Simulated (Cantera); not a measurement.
Input (Python, Cantera) and output of one run.

```python
import numpy as np
import cantera as ct

gas_names = [...]  # 113 gases of nasa_gas.yaml made of C, H, O, Ti
cond_names = """
    C(gr) C6H6(L) C7H8(L) C8H18(L),n-octa H2O(s) H2O(L) Ti(a) Ti(b) Ti(L) TiC(s) TiC(L) TiO(a) TiO(b)
    TiO(L) TiO2(ru) TiO2(L) Ti2O3(a) Ti2O3(b) Ti2O3(L) Ti3O5(a) Ti3O5(b) Ti3O5(L) Ti4O7(s) Ti4O7(L)
""".split()


# ... load() reads the species with a 1 bar reference pressure and builds the phases ...
atoms = {
    'TiO2': {'Ti': 1, 'O': 2},
    'CH4': {'C': 1, 'H': 4},
    'CO': {'C': 1, 'O': 1},
}
top_T = {'C(gr)': 4500}  # K; cautious upper limits of use, not melting points


# ... equilibrate(T, P, feed) seeds the gas with the atoms and calls Mixture.equilibrate('TP', solver="gibbs", rtol=1e-10, max_steps=50000) ...
results = []
feed = {'TiO2': 1, 'CH4': 1.3, 'CO': 2.3}  # mol
for P in [10, 36, 130, 460, 1700, 6000, 22000, 77000, 280000, 1000000]:
    for T in [1750, 1825, 1900, 1975, 2050, 2125, 2200, 2275, 2350]:
        mix = equilibrate(T, P, feed)
        results.append((T, P, feed, dict(zip(mix.species_names, mix.species_moles))))

for T, P, feed, n in results:
    print(f"{T:7g} {P:10.4g}  " + (" + ".join(c for c in cond_names if n.get(c, 0) > 1e-12) or "gas only"))
```

Output:

```
   1750         10  TiC(s) + TiO(b)
   1825         10  TiC(s) + TiO(b)
   1900         10  TiC(s) + TiO(b)
   1975         10  TiC(s) + TiO(b)
   2050         10  TiC(s) + TiO(L)
   2125         10  TiO(L)
   2200         10  gas only
   2275         10  gas only
   2350         10  gas only
   1750         36  TiC(s) + TiO(b)
   1825         36  TiC(s) + TiO(b)
   1900         36  TiC(s) + TiO(b)
   1975         36  TiC(s) + TiO(b)
   2050         36  TiC(s) + TiO(L)
   2125         36  TiC(s) + TiO(L)
   2200         36  TiO(L)
   2275         36  TiO(L)
   2350         36  gas only
   1750        130  TiC(s) + TiO(b)
   1825        130  TiC(s) + TiO(b)
   1900        130  TiC(s) + TiO(b)
   1975        130  TiC(s) + TiO(b)
   2050        130  TiC(s) + TiO(L)
   2125        130  TiC(s) + TiO(L)
   2200        130  TiC(s) + TiO(L)
   2275        130  TiO(L)
   2350        130  TiO(L)
   1750        460  TiC(s) + Ti2O3(b)
   1825        460  TiC(s) + TiO(b)
   1900        460  TiC(s) + TiO(b)
   1975        460  TiC(s) + TiO(b)
   2050        460  TiC(s) + TiO(L)
   2125        460  TiC(s) + TiO(L)
   2200        460  TiC(s) + TiO(L)
   2275        460  TiC(s) + TiO(L)
   2350        460  TiC(s) + TiO(L)
   1750       1700  TiC(s) + Ti2O3(b)
   1825       1700  TiC(s) + Ti2O3(b)
   1900       1700  TiC(s) + TiO(b)
   1975       1700  TiC(s) + TiO(b)
   2050       1700  TiC(s) + TiO(L)
   2125       1700  TiC(s) + TiO(L)
   2200       1700  TiC(s) + TiO(L)
   2275       1700  TiC(s) + TiO(L)
   2350       1700  TiC(s) + TiO(L)
   1750       6000  TiC(s) + Ti2O3(b)
   1825       6000  TiC(s) + Ti2O3(b)
   1900       6000  TiC(s) + Ti2O3(b)
   1975       6000  TiC(s) + Ti2O3(b)
   2050       6000  TiC(s) + TiO(L)
   2125       6000  TiC(s) + TiO(L)
   2200       6000  TiC(s) + TiO(L)
   2275       6000  TiC(s) + TiO(L)
   2350       6000  TiC(s) + TiO(L)
   1750    2.2e+04  TiC(s) + Ti2O3(b)
   1825    2.2e+04  TiC(s) + Ti2O3(b)
   1900    2.2e+04  TiC(s) + Ti2O3(b)
   1975    2.2e+04  TiC(s) + Ti2O3(b)
   2050    2.2e+04  TiC(s) + Ti2O3(b)
   2125    2.2e+04  TiC(s) + TiO(L)
   2200    2.2e+04  TiC(s) + TiO(L)
   2275    2.2e+04  TiC(s) + TiO(L)
   2350    2.2e+04  TiC(s) + TiO(L)
   1750    7.7e+04  TiC(s) + Ti2O3(b)
   1825    7.7e+04  TiC(s) + Ti2O3(b)
   1900    7.7e+04  TiC(s) + Ti2O3(b)
   1975    7.7e+04  TiC(s) + Ti2O3(b)
   2050    7.7e+04  TiC(s) + Ti2O3(b)
   2125    7.7e+04  TiC(s) + Ti2O3(L)
   2200    7.7e+04  TiC(s) + TiO(L)
   2275    7.7e+04  TiC(s) + TiO(L)
   2350    7.7e+04  TiC(s) + TiO(L)
   1750    2.8e+05  TiC(s) + Ti2O3(b)
   1825    2.8e+05  TiC(s) + Ti2O3(b)
   1900    2.8e+05  TiC(s) + Ti2O3(b)
   1975    2.8e+05  TiC(s) + Ti2O3(b)
   2050    2.8e+05  TiC(s) + Ti2O3(b)
   2125    2.8e+05  TiC(s) + Ti2O3(L)
   2200    2.8e+05  TiC(s) + Ti2O3(L)
   2275    2.8e+05  TiC(s) + Ti2O3(L)
   2350    2.8e+05  TiC(s) + TiO(L)
   1750      1e+06  C(gr) + Ti3O5(b)
   1825      1e+06  TiC(s) + Ti3O5(b)
   1900      1e+06  TiC(s) + Ti2O3(b)
   1975      1e+06  TiC(s) + Ti2O3(b)
   2050      1e+06  TiC(s) + Ti2O3(b)
   2125      1e+06  TiC(s) + Ti2O3(L)
   2200      1e+06  TiC(s) + Ti2O3(L)
   2275      1e+06  TiC(s) + Ti2O3(L)
   2350      1e+06  TiC(s) + Ti2O3(L)
```

Method: chemical equilibrium by Gibbs-energy minimisation in Cantera with the NASA 1993 tables (ideal gas, pure condensed phases). Mutual solubility and eutectic melting of coexisting phases are not modelled. TiC, TiO: taken at fixed stoichiometry. Condensed phases not in the tables: solid solutions among these carbides, nitrides and lower oxides.
